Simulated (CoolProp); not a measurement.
m-xylene at 298.15 K and 0.316 MPa is throttled through a valve to 0.216 MPa with no heat exchange. Each further row changes one setting.

Values from CoolProp's reference Helmholtz-energy equation of state, Zhou 2012.

```tsv
case	temperature change (K)
as stated	+0.0
outlet pressure 0.0648 MPa	+0.1
outlet pressure 0.281 MPa	+0.0
```
